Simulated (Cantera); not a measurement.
Mixture: CO : H2 : O2 : N2 = 1 : 1.1 : 0.553 : 2.08 (molar parts), equivalence ratio 1.9, at 2600000 Pa, adiabatic and at constant volume. Ignition delay is the time to a rise of 400 K.

Detailed kinetics in Cantera: GRI-Mech 3.0 (53 species, 325 reactions). The hydrogen kinetics of GRI-Mech 3.0 are dated; newer H2 mechanisms differ, most at raised pressure. The pressure lies above the range GRI-Mech 3.0 was tuned for (to about 10 atm). Where the delays flatten at high temperature, the 400 K rule measures the pace of heat release, not the induction time.

**Question.** What does this change do: pressure from 2600000 Pa to 500000 Pa?

**Answer.** 
```csv
quantity,before,after
delay at 1123 K,0.177 ms,70.3 µs
delay at 1323 K,5.67 µs,6.89 µs
delay at 1523 K,0.767 µs,3.11 µs
delay at 1723 K,0.354 µs,1.95 µs
delay at 1923 K,0.225 µs,1.52 µs
```

**Question.** What does this change do: CO 1 to 0.69 parts?

**Answer.** 
```json
[
 {"quantity": "delay at 1123 K", "before": "0.177 ms", "after": "0.210 ms"},
 {"quantity": "delay at 1323 K", "before": "5.67 µs", "after": "6.21 µs"},
 {"quantity": "delay at 1523 K", "before": "0.767 µs", "after": "0.731 µs"},
 {"quantity": "delay at 1723 K", "before": "0.354 µs", "after": "0.333 µs"},
 {"quantity": "delay at 1923 K", "before": "0.225 µs", "after": "0.211 µs"}
]
```
